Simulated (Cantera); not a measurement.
Charge: 1 mol Fe3O4, 0.95 mol CH4, 0.88 mol N2, at 973.15 K and 750 Torr.

These are equilibrium values from Cantera (NASA tables, ideal gas, pure condensed phases), not measurements of a reactor. Candidate condensed phases: C, C6H6, C7H8, C8H18, Fe, Fe(CO)5, FeO, Fe(OH)2, Fe(OH)3, Fe2O3, Fe3O4, H2O; 140 gas species. The tables' stoichiometric FeO is somewhat more stable than real wüstite, so its field is too wide. FeO: taken at fixed stoichiometry. The numbers say what is thermodynamically allowed, not how fast it happens.

Base state: H2 0.423, N2 0.244, CO 0.194, H2O 0.0704, CO2 0.0522, CH4 0.0166, NH3 9.48e-5 (mole fractions); condensed: Fe(α) + FeO(s).

Q: What changes in the equilibrium state with this change: Fe3O4 replaced by Cu2O?

A: 
```tsv
species	before	after
H2	0.423	0.454
N2	0.244	0.258
CO	0.194	0.179
CO2	0.0522	0.0320
H2O	0.0704	0.0504
CH4	0.0166	0.0264
NH3	9.48e-5	0.000109
Fe(α), mol	0.333	0
FeO(s), mol	2.67	0
C(graphite), mol	0	0.141
Cu(s), mol	0	2.00
```
Further candidate phases: Cu, CuO, Cu(OH)2, Cu2O.

Q: What changes in the equilibrium state with this change: temperature from 973.15 K to 1198.15 K?

A: 
| species | before | after |
|---|---|---|
| H2 | 0.423 | 0.399 |
| N2 | 0.244 | 0.236 |
| CO | 0.194 | 0.212 |
| H2O | 0.0704 | 0.110 |
| CH4 | 0.0166 | 5.19e-5 |
| CO2 | 0.0522 | 0.0428 |
| NH3 | 9.48e-5 | 2.36e-5 |
| Fe(α), mol | 0.333 | 0 |
| FeO(s), mol | 2.67 | 2.48 |
| Fe(γ), mol | 0 | 0.521 |
Mutual solubility and eutectic melting of coexisting phases are not modelled.
